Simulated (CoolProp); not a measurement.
Saturation properties of tetrahydrofuran.

Values from CoolProp's reference Helmholtz-energy equation of state, Fiedler 2023.

```
T (K)  p (MPa)  liquid density (kg/m³)  vapour density (kg/m³)  enthalpy of vaporisation (kJ/kg)  liquid cp (kJ/(kg K))
-----  -------  ----------------------  ----------------------  --------------------------------  ---------------------
282.8  0.01056                   898.7                     ___                             456.4                    ___
299.4  0.02285                   880.6                  0.6678                             444.8                  1.728
316.1  0.04513                   862.0                   1.257                             433.1                  1.791
332.7  0.08202                   843.1                   2.191                             421.1                  1.858
349.4   0.1400                   823.6                   3.604                             408.5                  1.928
366.1      ___                   803.6                   5.638                             395.4                    ___
382.7   0.3467                   782.9                   8.446                             381.5                  2.077
399.4   0.5126                   761.3                   12.27                             366.6                  2.158
416     0.7305                   738.7                   17.30                             350.4                  2.244
432.7    1.013                   714.6                   23.94                               ___                  2.339
449.3    1.368                   688.8                     ___                             312.8                  2.447
```

**Question.** Some entries are withheld; supply them.

**Answer.** 
- 282.8, vapour density (kg/m³): 0.3253
- 282.8, liquid cp (kJ/(kg K)): 1.670
- 366.1, p (MPa): 0.2259
- 366.1, liquid cp (kJ/(kg K)): 2.001
- 432.7, enthalpy of vaporisation (kJ/kg): 332.5
- 449.3, vapour density (kg/m³): 32.57

It boils at 339.1 K under 1 atm.
